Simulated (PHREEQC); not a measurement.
Dissolve 0.028 mol K3PO4 per kg of water at 20 °C. Closed to the air; pH follows from the charge balance.

Computed with PHREEQC (ion-association model, wateq4f.dat).

No solid was allowed to form.

Problem. Order these P species by the share of P that they hold, largest first: KHPO4-, HPO4-2, PO4-3.

Solution. PO4-3 (63 %), HPO4-2 (35 %), KHPO4- (1.8 %)

The pH is 12.05 and the ionic strength 0.146 mol/kgw. H3PO4, which wateq4f.dat lacks, is added to it with the constant of phreeqc.dat.
